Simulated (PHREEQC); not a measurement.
A made-up water analysis in mg/kgw, 25 °C, pH 5.85, pe 8.5:

| constituent | mg/kgw |
|---|---|
| Na | 0.135 |
| K | 0.000123 |
| Ca | 0.0524 |
| Mg | 0.000383 |
| Cl | 0.0583 |
| S(6) as SO4 | 0.213 |
| Alkalinity as HCO3 | 0.16 |
| N(5) as NO3 | 0.00166 |
| Cu(2) | 0.00804 |
| B | 0.00063 |
| Si as SiO2 | 0.00482 |
| F | 5.09e-05 |
| O(0) (dissolved oxygen) | 0.00213 |

Valence states are taken as typed.

The numbers come from PHREEQC with the ion-association model, wateq4f.dat.

Each row changes one thing in this solution. Precipitation was switched off in this run.

```tsv
case	ionic strength (mol/kgw)	CO2 (mol/kgw)	HCO3- (mol/kgw)	Cu(OH)2 (mol/kgw)	CuOH+ (mol/kgw)	HSO4- (mol/kgw)	SI of Tenorite (CuO)	SI of Quartz (SiO2)
as made	1.38e-5	1.27e-5	4.03e-6	1.28e-9	8.66e-10	3.00e-10	-2.83	-3.12
Alkalinity from 0.16 to 0.08 mg/kgw	1.32e-5	8.60e-6	2.72e-6	1.28e-9	8.67e-10	3.00e-10	-2.83	-3.12
pH from 5.85 to 5.5 at the same alkalinity	1.56e-5	4.10e-5	5.80e-6	2.57e-10	3.91e-10	6.72e-10	-3.53	-3.12
N(5) from 0.00166 to 0.00332 mg/kgw	1.38e-5	1.27e-5	4.03e-6	1.28e-9	8.66e-10	3.00e-10	-2.83	-3.12
```

SiF6-2 is the database's only silicon fluoride. Real BF4- forms and hydrolyses slowly; the run takes it at equilibrium.
